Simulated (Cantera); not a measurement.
## Hydrocarbon pyrolysis for carbon deposition

An isothermal, constant-pressure homogeneous reactor starts with 11.1 % C3H8, 88.9 % H2, at 2000 K and 100.0 Torr.

Detailed kinetics in Cantera: GRI-Mech 3.0 (53 species, 325 reactions). GRI-Mech 3.0 was tuned for natural gas; its chemistry of propane as a main component is partial and can be far from experiment. GRI-Mech 3.0 stops at C3 and has no aromatics, soot or wall deposition, so with more carbon than oxygen in the feed, carbon stays in small species such as C2H2 where larger ones or solid carbon would form.

| t (s) | x C3H8 | x H2 | x C2H6 | x CH2 | x CH3 | x C2H |
|---|---|---|---|---|---|---|
| 0.000400 | 6.22e-8 | 0.816 | 6.20e-5 | 1.61e-5 | 0.00609 | 6.20e-6 |
| 0.000924 | 2.99e-8 | 0.828 | 3.81e-5 | 1.35e-5 | 0.00477 | 6.63e-6 |
| 0.00213 | 9.53e-9 | 0.842 | 1.78e-5 | 1.09e-5 | 0.00332 | 7.60e-6 |
| 0.00493 | 1.65e-9 | 0.856 | 5.54e-6 | 7.68e-6 | 0.00190 | 8.81e-6 |
| 0.0114 | 1.63e-10 | 0.864 | 1.18e-6 | 4.47e-6 | 0.000901 | 9.95e-6 |
| 0.0263 | 1.22e-11 | 0.868 | 2.04e-7 | 2.16e-6 | 0.000382 | 1.07e-5 |
| 0.0608 | 1.12e-12 | 0.870 | 3.68e-8 | 9.70e-7 | 0.000161 | 1.11e-5 |
| 0.140 | <1e-12 | 0.871 | 1.00e-8 | 4.87e-7 | 7.89e-5 | 1.12e-5 |
| 0.324 | <1e-12 | 0.871 | 5.96e-9 | 3.54e-7 | 5.70e-5 | 1.12e-5 |
| 0.750 | <1e-12 | 0.871 | 5.67e-9 | 3.43e-7 | 5.51e-5 | 1.12e-5 |
| 1.73 | <1e-12 | 0.871 | 5.67e-9 | 3.43e-7 | 5.51e-5 | 1.12e-5 |
| 4.00 | <1e-12 | 0.871 | 5.67e-9 | 3.43e-7 | 5.51e-5 | 1.12e-5 |
x: mole fraction; the columns are a selection and need not sum to one.

Equilibrium at this temperature and pressure: C3H8 <1e-12, H2 0.871, C2H6 5.67e-9, CH2 3.43e-7, CH3 5.51e-5, C2H 1.12e-5 (gas phase only).
